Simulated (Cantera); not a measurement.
An adiabatic, constant-pressure homogeneous reactor starts with CH4 : O2 : N2 : CO2 = 1 : 1.67 : 6.27 : 0.42 (molar parts), equivalence ratio 1.2, at 1425 K and 11.0 bar.

Cantera simulation using GRI-Mech 3.0 (53 species, 325 reactions); the numbers are that mechanism's predictions, not measurements.

Question: Predict: time of steepest temperature rise; temperature at 0.200 s; equilibrium temperature; x(O2) at 0.200 s; x(CO2) at 0.200 s; x(CO) at 0.200 s; x(OH) at 0.200 s; x(HO2) at 0.200 s; x(H2O) at 0.200 s.

Answer: 
```
Property                                                             Value
---------------------------------  ---------------------------------------
time of steepest temperature rise                                 0.421 ms
temperature at 0.200 s                                              2800 K
equilibrium temperature                                             2800 K
x(O2) at 0.200 s                   0.00360 (gas-phase equilibrium 0.00360)
x(CO2) at 0.200 s                    0.0818 (gas-phase equilibrium 0.0818)
x(CO) at 0.200 s                     0.0628 (gas-phase equilibrium 0.0628)
x(OH) at 0.200 s                   0.00887 (gas-phase equilibrium 0.00887)
x(HO2) at 0.200 s                  3.30e-6 (gas-phase equilibrium 3.30e-6)
x(H2O) at 0.200 s                      0.178 (gas-phase equilibrium 0.178)
```
